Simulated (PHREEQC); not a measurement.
Consider water at 25 °C with 0.001 mol/kgw HF, 0.0025 mol/kgw NiCl2 and 0.028 mol/kgw MnSO4. Closed to the air; pH follows from the charge balance.

Equilibrium calculation in PHREEQC: ion-association model, wateq4f.dat.

Precipitation was switched off in this run.

Problem. Estimate the pH, ionic strength.

Solution. pH 3.45; ionic strength 0.0775 mol/kgw.

Problem. In which forms is Mn present?

Solution. Mn+2 65 %, MnSO4 34 %, MnCl+ 0.5 % of the Mn.

Complexes and solids missing from the database can't appear.
